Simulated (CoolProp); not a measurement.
Aqueous sodium chloride as a coolant, 22 % by mass, freezing at -19.1 °C, 1 atm.

The numbers come from the Melinder's fits for secondary coolants in CoolProp.

| T (°C) | cp (kJ/(kg K)) | Prandtl number | viscosity (mPa s) | conductivity (W/(m K)) |
|---|---|---|---|---|
| -0.8 | 3.334 | 18.1 | [?] | [?] |
| 3.1 | 3.339 | 15.8 | 2.61 | 0.550 |
| 6.9 | 3.345 | 14.0 | 2.32 | 0.556 |
| 10.7 | 3.350 | 12.4 | 2.08 | 0.562 |
| 14.6 | 3.354 | 11.0 | 1.87 | 0.567 |
| 18.4 | 3.359 | 9.95 | 1.70 | 0.573 |
| 22.2 | 3.362 | 9.02 | 1.55 | 0.579 |
| 26 | 3.366 | 8.24 | 1.43 | 0.585 |
| 29.9 | 3.369 | 7.56 | 1.33 | 0.591 |
| 33.7 | 3.371 | 7.00 | 1.24 | 0.597 |
| 37.5 | 3.373 | [?] | 1.17 | 0.603 |

**Question.** Some entries are withheld; supply them.

**Answer.** 
- -0.8, viscosity (mPa s): 2.96
- -0.8, conductivity (W/(m K)): 0.544
- 37.5, Prandtl number: 6.52
